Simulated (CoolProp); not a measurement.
Vapour-liquid equilibrium of ethanol (1) + ethylbenzene (2) at 443.7 K; x and y are mole fractions of (1).

Computed with CoolProp (multi-fluid Helmholtz-energy mixture model, Schroeder 2014 and Zhou 2012; pair parameters Bell 2016).

```
x     bubble pressure, mixture model (kPa)  bubble pressure, Raoult's law (kPa)  y, mixture model  y, Raoult's law
----  ------------------------------------  -----------------------------------  ----------------  ---------------
0.05                                   [?]                                303.5             0.441            0.265
0.2                                    [?]                                509.5               [?]            0.631
0.35                                  1031                                715.4               [?]            0.787
0.5                                    [?]                                921.4             0.830            0.873
0.65                                   [?]                                 1127               [?]            0.927
0.8                                   1426                                 1333             0.911            0.965
0.95                                  1562                                 1539             0.974            0.992
```

Task: Fill in the missing entries.

Result: 
- 0.05, bubble pressure, mixture model (kPa): 422.7
- 0.2, bubble pressure, mixture model (kPa): 811.2
- 0.2, y, mixture model: 0.717
- 0.35, y, mixture model: 0.789
- 0.5, bubble pressure, mixture model (kPa): 1175
- 0.65, bubble pressure, mixture model (kPa): 1299
- 0.65, y, mixture model: 0.866

The largest gap from Raoult's law is +59.2 % in bubble pressure, at x = 0.2. No azeotrope shows between x = 0.05 and 0.95.

The pair parameters rest on a limited set of measurements; away from them the model extrapolates. With so large a gap from Raoult's law the liquid may split in two, which this calculation doesn't test in full.
